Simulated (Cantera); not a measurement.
An adiabatic, constant-pressure homogeneous reactor starts with CH4 : O2 : N2 = 1 : 1.54 : 5.78 (molar parts), at 1700 K and 0.987 atm.

Model: GRI-Mech 3.0 (53 species, 325 reactions), integrated in Cantera.

Problem. Predict: time of steepest temperature rise; temperature at 4.00 s; equilibrium temperature; x(O2) at 4.00 s; x(H) at 4.00 s; x(NO2) at 4.00 s; x(OH) at 4.00 s.

Solution. time of steepest temperature rise: 0.230 ms
temperature at 4.00 s: 2826 K
equilibrium temperature: 2826 K
x(O2) at 4.00 s: 0.00607 (gas-phase equilibrium 0.00607)
x(H) at 4.00 s: 0.0197 (gas-phase equilibrium 0.0197)
x(NO2) at 4.00 s: 6.53e-7 (gas-phase equilibrium 6.53e-7)
x(OH) at 4.00 s: 0.0182 (gas-phase equilibrium 0.0182)
